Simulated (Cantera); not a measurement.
**Adiabatic ignition**

An adiabatic, constant-volume homogeneous reactor starts with 1.74 % C3H8, 18.7 % O2, 70.5 % N2, 9.01 % CO2, equivalence ratio 0.47, at 1650 K and 17.0 bar.

Cantera simulation using GRI-Mech 3.0 (53 species, 325 reactions); the numbers are that mechanism's predictions, not measurements. GRI-Mech 3.0 was tuned for natural gas; its chemistry of propane as a main component is partial and can be far from experiment. The pressure lies above the range GRI-Mech 3.0 was tuned for (to about 10 atm).

```csv
t (s),T (K),P (bar),x C3H8,x O2,x CO2,x NO2,x CH4,x NO,x HCO
7.00e-6,2542,27.0,<1e-12,0.102,0.122,3.03e-7,<1e-12,5.94e-5,1.91e-8
1.39e-5,2635,27.8,<1e-12,0.0987,0.132,6.03e-7,<1e-12,0.000209,4.04e-9
2.75e-5,2640,27.8,<1e-12,0.0984,0.133,1.37e-6,<1e-12,0.000493,3.54e-9
5.45e-5,2639,27.8,<1e-12,0.0981,0.133,2.91e-6,<1e-12,0.00104,3.51e-9
0.000108,2637,27.8,<1e-12,0.0976,0.133,5.81e-6,<1e-12,0.00208,3.45e-9
0.000214,2633,27.8,<1e-12,0.0966,0.133,1.10e-5,<1e-12,0.00396,3.36e-9
0.000424,2627,27.7,<1e-12,0.0951,0.133,1.95e-5,<1e-12,0.00703,3.20e-9
0.000840,2618,27.6,<1e-12,0.0931,0.134,3.07e-5,<1e-12,0.0111,3.01e-9
0.00167,2610,27.5,<1e-12,0.0912,0.134,4.08e-5,<1e-12,0.0148,2.83e-9
0.00330,2607,27.5,<1e-12,0.0903,0.134,4.54e-5,<1e-12,0.0166,2.76e-9
0.00654,2606,27.5,<1e-12,0.0902,0.134,4.61e-5,<1e-12,0.0168,2.75e-9
0.0130,2606,27.5,<1e-12,0.0902,0.134,4.61e-5,<1e-12,0.0168,2.75e-9
0.0257,2606,27.5,<1e-12,0.0902,0.134,4.61e-5,<1e-12,0.0168,2.75e-9
0.0509,2606,27.5,<1e-12,0.0902,0.134,4.61e-5,<1e-12,0.0168,2.75e-9
0.101,2606,27.5,<1e-12,0.0902,0.134,4.61e-5,<1e-12,0.0168,2.75e-9
0.200,2606,27.5,<1e-12,0.0902,0.134,4.61e-5,<1e-12,0.0168,2.75e-9
```
x: mole fraction; the columns are a selection and need not sum to one.

| Property | Value |
|---|---|
| time of steepest temperature rise | 4.03 µs |
| temperature at 0.200 s | 2606 K |
| equilibrium temperature | 2606 K |
| x(C3H8) at 0.200 s | <1e-12 (gas-phase equilibrium <1e-12) |
| x(O2) at 0.200 s | 0.0902 (gas-phase equilibrium 0.0902) |
| x(CO2) at 0.200 s | 0.134 (gas-phase equilibrium 0.134) |
